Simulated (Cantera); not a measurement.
A perfectly stirred reactor is fed with CH4 : C2H6 : C3H8 : O2 : N2 = 1 : 0.096 : 0.049 : 4.87 : 18.3 (molar parts), at 7.40 atm; it is adiabatic with a 425 K inlet, and is followed from long to short residence time, starting on the burning branch (τ in s: 0.027, 0.015, 0.0088, 0.0051, 0.0029, 0.0017, 0.00097, 0.00056, 0.00032, 0.00018, 0.00011, 6.1e-05).

Computed with Cantera and GRI-Mech 3.0 (53 species, 325 reactions).

Problem. Predict: blow-out, bracketed by the residence times tried; x(CH4) at τ = 27.0 ms; x(C2H6) at τ = 27.0 ms; x(C3H8) at τ = 27.0 ms; x(H) at τ = 27.0 ms; x(OH) at τ = 27.0 ms; x(CH4) at τ = 0.970 ms; x(C2H6) at τ = 0.970 ms; x(C3H8) at τ = 0.970 ms; x(H) at τ = 0.970 ms; x(OH) at τ = 0.970 ms.

Solution. 
* **blow-out, bracketed by the residence times tried**: burning at 0.970 ms, out at 0.560 ms
* **x(CH4) at τ = 27.0 ms**: 2.08e-5
* **x(C2H6) at τ = 27.0 ms**: 4.95e-7
* **x(C3H8) at τ = 27.0 ms**: 2.63e-7
* **x(H) at τ = 27.0 ms**: 1.00e-6
* **x(OH) at τ = 27.0 ms**: 0.000271
* **x(CH4) at τ = 0.970 ms**: 0.000331
* **x(C2H6) at τ = 0.970 ms**: 8.94e-6
* **x(C3H8) at τ = 0.970 ms**: 4.43e-6
* **x(H) at τ = 0.970 ms**: 1.93e-5
* **x(OH) at τ = 0.970 ms**: 0.000409
